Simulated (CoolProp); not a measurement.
Vapour-liquid equilibrium of carbon dioxide (1) + CH2F2 (R32) (2) at 253.2 K; x and y are mole fractions of (1).

The numbers come from the multi-fluid Helmholtz-energy mixture model, Span 1996 and Tillner-Roth 1997; pair parameters Bell 2016 in CoolProp.

```csv
x,"bubble pressure, mixture model (kPa)","bubble pressure, Raoult's law (kPa)","y, mixture model","y, Raoult's law"
0.05,483.2,484.8,0.185,0.203
0.125,599.5,602.3,0.379,0.409
0.2,716.5,719.7,0.513,0.548
0.275,833.5,837.2,0.611,0.648
0.35,950.2,954.7,0.685,0.723
0.425,1066,1072,0.744,0.782
0.5,1182,1190,0.793,0.829
0.575,1297,1307,0.834,0.868
0.65,1412,1425,0.869,0.900
0.725,1527,1542,0.901,0.928
0.8,1644,1659,0.930,0.951
0.875,1764,1777,0.957,0.971
0.95,1888,1894,0.983,0.989
```

The largest gap from Raoult's law is -1.0 % in bubble pressure, at x = 0.725. No azeotrope shows between x = 0.05 and 0.95.

The pair parameters rest on a limited set of measurements; away from them the model extrapolates.
